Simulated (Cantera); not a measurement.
# SiCl₄ + H₂ (chlorosilane synthesis and conversion)

Charge: 1 mol SiCl₄, 3.3 mol H₂, equilibrated at 950 K and 950000 Pa.

These are equilibrium values from Cantera (NASA tables, ideal gas, pure condensed phases), not measurements of a reactor. Candidate condensed phases: Si; 19 gas species. The tables' values for SiCl₃ are old estimates; treat these amounts as uncertain. Kinetics and transport are ignored.

| Property | Value |
|---|---|
| x(H₂) | 0.741 |
| x(SiCl₄) | 0.206 |
| x(HCl) | 0.0268 |
| x(SiHCl₃) | 0.0261 |
| x(SiH₂Cl₂) | 0.000335 |
| x(SiCl₃) | 8.69e-5 |
| x(SiCl₂) | 1.22e-6 |
| x(SiH₃Cl) | 1.07e-6 |
| gas amount | 4.300 mol |
| log10 activity of Si(s) (absent) | -3.08 |
